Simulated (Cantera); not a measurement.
Feed: 1 mol CH3Cl, 0.73 mol CH4, held at 80.0 Pa.

These are equilibrium values from Cantera (NASA tables, ideal gas, pure condensed phases), not measurements of a reactor. Candidate condensed phases: C, C6H6, C7H8, C8H18; 103 gas species. Ions and electrons are included (thermal ionisation). Equilibrium is a limit: real reactors are often held back by kinetics, nucleation or transport.

### Question
Which condensed phases are stable at each of these points (T (K)): 2000, 2500, 3000, 3500, 4000, 4500, 5000?

### Answer
```json
[
 {"T (K)": "2000", "condensed phases": "C(graphite)", "C condensed (%)": "99.8"},
 {"T (K)": "2500", "condensed phases": "C(graphite)", "C condensed (%)": "97.3"},
 {"T (K)": "3000", "condensed phases": "gas only", "C condensed (%)": "0.0"},
 {"T (K)": "3500", "condensed phases": "gas only", "C condensed (%)": "0.0"},
 {"T (K)": "4000", "condensed phases": "gas only", "C condensed (%)": "0.0"},
 {"T (K)": "4500", "condensed phases": "gas only", "C condensed (%)": "0.0"},
 {"T (K)": "5000", "condensed phases": "gas only", "C condensed (%)": "0.0"}
]
```

From 2000 K to 2500 K the condensed part is C(graphite). From 3000 K to 5000 K nothing is condensed.
